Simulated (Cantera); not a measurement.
Charge: 1 mol S, 0.035 mol H2, 0.12 mol O2, at 2923 K and 390 Pa.

Equilibrium computed with Cantera from the NASA thermochemical tables; the gas is ideal and each condensed phase is pure. Candidate condensed phases: H2O, H2SO4, S; 19 gas species. Equilibrium is a limit: real reactors are often held back by kinetics, nucleation or transport.

Base state: S 0.678, SO 0.155, H 0.0602, O 0.0493, S2 0.0445, SO2 0.00761, SH 0.00184, O2 0.00127 (mole fractions); condensed: gas only.

Task: What changes in the equilibrium state with this change: S replaced by N2O?

Result: 
```
species   before    after
-------  -------  -------
N2             0    0.465
O         0.0493    0.398
O2       0.00127   0.0829
S          0.678        0
SO         0.155        0
S2        0.0445        0
NO             0   0.0209
H         0.0602   0.0281
SO2      0.00761        0
SH       0.00184        0
N              0  9.14e-5
```

Task: What changes in the equilibrium state with this change: 0.0059 mol HF added?

Result: 
```csv
species,before,after
S,0.678,0.674
SO,0.155,0.154
H,0.0602,0.0610
HF,0,0.00405
F,0,0.00140
S2,0.0445,0.0439
O,0.0493,0.0492
H2,0.000921,0.000947
H2O,5.97e-5,6.12e-5
S2O,8.77e-5,8.64e-5
OH,0.00122,0.00123
```
